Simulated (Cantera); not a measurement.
A freely propagating, adiabatic, planar premixed flame of H2 : O2 : N2 : H2O = 1 : 0.185 : 0.667 : 0.064 (molar parts), equivalence ratio 2.7, unburnt at 348 K and 1.01 bar; mixture-averaged transport, grid criteria slope 0.08 and curve 0.16, no radiation.

Computed with Cantera and the H2/O2 subset of GRI-Mech 3.0, which has no nitrogen chemistry. Burning velocities carry a grid error of a few per cent, more on coarse grids.

Problem. What does this change do: inlet temperature 348 to 473 K?

Solution. 
| quantity | before | after |
|---|---|---|
| laminar burning velocity | 302 cm/s | 516 cm/s |
| thermal thickness | 0.357 mm | 0.408 mm |
| peak x(HO2) | 0.000439 | 0.000363 |
| peak x(H2O2) | 6.66e-5 | 2.64e-5 |
| peak x(OH) | 0.00116 | 0.00154 |

Problem. What does this change do: N2 0.667 to 0.84 parts?

Solution. 
```json
[
 {"quantity": "laminar burning velocity", "before": "302 cm/s", "after": "240 cm/s"},
 {"quantity": "thermal thickness", "before": "0.357 mm", "after": "0.373 mm"},
 {"quantity": "peak x(HO2)", "before": "0.000439", "after": "0.000388"},
 {"quantity": "peak x(H2O2)", "before": "6.66e-5", "after": "6.22e-5"},
 {"quantity": "peak x(OH)", "before": "0.00116", "after": "0.000818"}
]
```
